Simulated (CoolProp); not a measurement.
Vapour-liquid equilibrium of CH2F2 (R32) (1) + R143a (2) at 15.65 °C; x and y are mole fractions of (1).

Computed with CoolProp (multi-fluid Helmholtz-energy mixture model, Tillner-Roth 1997 and Lemmon and Jacobsen 2000; pair parameters Bell 2016).

```csv
x,"bubble pressure, mixture model (kPa)","bubble pressure, Raoult's law (kPa)","y, mixture model","y, Raoult's law"
0.05,…,997.5,0.072,0.065
0.15,1073,1030,0.202,0.190
0.25,…,1062,…,0.307
0.35,1171,1095,0.417,0.417
0.45,…,1127,0.511,0.521
0.55,1243,1159,…,0.619
0.65,1270,1192,0.685,0.712
0.75,1289,1224,0.770,0.800
0.85,1302,1256,0.857,0.883
0.95,1306,1289,0.950,0.962
```

Some entries are withheld; supply them.


- 0.05, bubble pressure, mixture model (kPa): 1013
- 0.25, bubble pressure, mixture model (kPa): 1125
- 0.25, y, mixture model: 0.315
- 0.45, bubble pressure, mixture model (kPa): 1210
- 0.55, y, mixture model: 0.599

The largest gap from Raoult's law is +7.4 % in bubble pressure, at x = 0.45. y crosses x between x = 0.85 and 0.95: the model has an azeotrope there.

The pair parameters rest on a limited set of measurements; away from them the model extrapolates.
